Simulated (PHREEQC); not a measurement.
Make-up at 25 °C: 4.3 mmol/kgw CaCl2, 22 mmol/kgw Na2SO4 and 97 mmol/kgw KCl. It is in equilibrium with CO2 at log p = -3.5 (atm). Otherwise closed; pH follows from the charge balance.

All values are PHREEQC results (ion-association model, phreeqc.dat), not measurements.

| quantity | before | after |
|---|---|---|
| pH | 5.74 | 5.78 |
| ionic strength (mol/kgw) | 0.163 | 0.162 |
| CO2 (mol/kgw) | 1.04e-5 | 8.07e-6 |
| HCO3- (mol/kgw) | 3.42e-6 | 3.29e-6 |
| CO3-2 (mol/kgw) | 2.01e-10 | 2.59e-10 |

**Question.** What was changed between the two runs?
A. temperature from 25 to 55 °C
B. temperature from 25 to 35 °C
C. KCl from 0.097 to 0.107 mol/kgw
D. temperature from 25 to 65 °C
E. Na2SO4 left out

**Answer.** B, temperature from 25 to 35 °C

Precipitation was switched off in this run.
